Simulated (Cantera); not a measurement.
## CH3OH + H2O + H2 (carbon deposition, reforming and gasification)

A closed system holds: 1 mol CH3OH, 6 mol H2O, 4.1 mol H2, equilibrated at 2575 °C.

Equilibrium computed with Cantera from the NASA thermochemical tables; the gas is ideal and each condensed phase is pure. Candidate condensed phases: C, C6H6, C7H8, C8H18, H2O; 110 gas species. The ideal-gas law is rough above about 30 bar. Rates play no part.

From 10.0 Pa to 100 bar nothing is condensed. The main C-bearing gas is CO throughout.

```
P (Pa)        x H     x H2    x H2O       x O    x CO     x OH      x O2
--------  -------  -------  -------  --------  ------  -------  --------
10          0.768  0.00631  7.01e-5     0.190  0.0323  0.00250  0.000842
160         0.676   0.0782   0.0116     0.159  0.0358   0.0294   0.00943
2500        0.330    0.291    0.198    0.0465  0.0518   0.0658    0.0127
40000      0.0983    0.413    0.385   0.00398  0.0629   0.0268   0.00148
630000     0.0260    0.458    0.434  0.000257  0.0662  0.00724   9.75e-5
10000000  0.00663    0.470    0.445   1.62e-5  0.0670  0.00184   6.13e-6
```
x: gas mole fraction; nothing condenses.
